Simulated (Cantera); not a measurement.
Gas-phase reforming

An isothermal, constant-pressure homogeneous reactor starts with 51.0 % CH4, 49.0 % CO2, at 1325 K and 2.90 bar.

Model: GRI-Mech 3.0 (53 species, 325 reactions), integrated in Cantera.

| t (s) | x CH4 | x CO2 | x OH | x O2 | x HO2 | x H2O2 | x H2O |
|---|---|---|---|---|---|---|---|
| 0.000100 | 0.510 | 0.490 | 1.61e-12 | <1e-12 | <1e-12 | <1e-12 | 6.52e-9 |
| 0.000430 | 0.510 | 0.490 | 1.69e-12 | <1e-12 | <1e-12 | <1e-12 | 2.86e-8 |
| 0.00185 | 0.510 | 0.490 | 1.79e-12 | <1e-12 | <1e-12 | <1e-12 | 1.30e-7 |
| 0.00794 | 0.510 | 0.490 | 2.06e-12 | <1e-12 | <1e-12 | <1e-12 | 6.04e-7 |
| 0.0341 | 0.509 | 0.490 | 3.63e-12 | <1e-12 | <1e-12 | <1e-12 | 3.54e-6 |
| 0.147 | 0.507 | 0.489 | 1.47e-11 | <1e-12 | <1e-12 | <1e-12 | 4.20e-5 |
| 0.630 | 0.492 | 0.485 | 7.99e-11 | <1e-12 | <1e-12 | <1e-12 | 0.000800 |
| 2.71 | 0.437 | 0.457 | 4.52e-10 | <1e-12 | <1e-12 | <1e-12 | 0.0124 |
| 11.6 | 0.295 | 0.324 | 3.18e-9 | <1e-12 | <1e-12 | <1e-12 | 0.104 |
| 50.0 | 0.195 | 0.190 | 7.33e-9 | <1e-12 | <1e-12 | <1e-12 | 0.177 |
x: mole fraction; the columns are a selection and need not sum to one.

Equilibrium at this temperature and pressure: CH4 0.0131, CO2 0.000955, OH 3.56e-11, O2 <1e-12, HO2 <1e-12, H2O2 <1e-12, H2O 0.00177 (gas phase only).
